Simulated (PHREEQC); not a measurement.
Buffer with buffer (model solution)

Solution A (0.16 mol/kgw NaH2PO4 and 0.0037 mol/kgw Na2SO4) is mixed with solution B (0.0061 mol H3PO4 and 0.018 mol Na2CO3 per kg of water) at 40 °C; shares are by mass of water, 1 kg in all. Oxygen alone is held at its pressure in air (log pO2 = -0.68). No CO2 enters from the air. Solids allowed: Mirabilite, Nahcolite, Natron. Others were left out.

The series has 21 steps of share of solution B, from 0 to 1.

Equilibrium calculation in PHREEQC: ion-association model, wateq4f.dat.

Between which two steps does the pH jump most, and from what to what?

Between share of solution B = 0.95 and 1: from 7.65 to 9.45.

Complexes and solids missing from the database can't appear. H3PO4, which wateq4f.dat lacks, is added to it with the constant of phreeqc.dat. Constants without temperature data keep their 25 °C values here.
